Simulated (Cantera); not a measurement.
# Adiabatic ignition

An adiabatic, constant-volume homogeneous reactor starts with H2 : O2 : N2 = 1 : 1.22 : 4.59 (molar parts), equivalence ratio 0.41, at 1650 K and 140000 Pa.

Cantera simulation using the H2/O2 subset of GRI-Mech 3.0, which has no nitrogen chemistry; the numbers are that mechanism's predictions, not measurements.

```csv
t (s),T (K),P (bar),x H2,x O2,x H2O,x H2O2,x O
5.00e-6,1655,1.40,0.136,0.174,0.00709,4.11e-7,0.00164
1.47e-5,2114,1.75,0.0145,0.101,0.112,5.93e-7,0.0306
4.31e-5,2549,2.05,0.00712,0.104,0.133,3.86e-7,0.0136
0.000126,2682,2.14,0.00407,0.106,0.141,6.79e-7,0.00759
0.000371,2683,2.14,0.00405,0.106,0.141,6.84e-7,0.00755
0.00109,2683,2.14,0.00405,0.106,0.141,6.84e-7,0.00755
0.00320,2683,2.14,0.00405,0.106,0.141,6.84e-7,0.00755
0.00938,2683,2.14,0.00405,0.106,0.141,6.84e-7,0.00755
0.0275,2683,2.14,0.00405,0.106,0.141,6.84e-7,0.00755
0.0808,2683,2.14,0.00405,0.106,0.141,6.84e-7,0.00755
0.237,2683,2.14,0.00405,0.106,0.141,6.84e-7,0.00755
0.696,2683,2.14,0.00405,0.106,0.141,6.84e-7,0.00755
2.04,2683,2.14,0.00405,0.106,0.141,6.84e-7,0.00755
6.00,2683,2.14,0.00405,0.106,0.141,6.84e-7,0.00755
```
x: mole fraction; the columns are a selection and need not sum to one.

```json
{
  "time_of_steepest_temperature_rise": "7.04 µs",
  "temperature at 6.00 s": "2683 K",
  "equilibrium_temperature": "2683 K",
  "x(H2) at 6.00 s": "0.00405 (gas-phase equilibrium 0.00405)",
  "x(O2) at 6.00 s": "0.106 (gas-phase equilibrium 0.106)",
  "x(H2O) at 6.00 s": "0.141 (gas-phase equilibrium 0.141)"
}
```
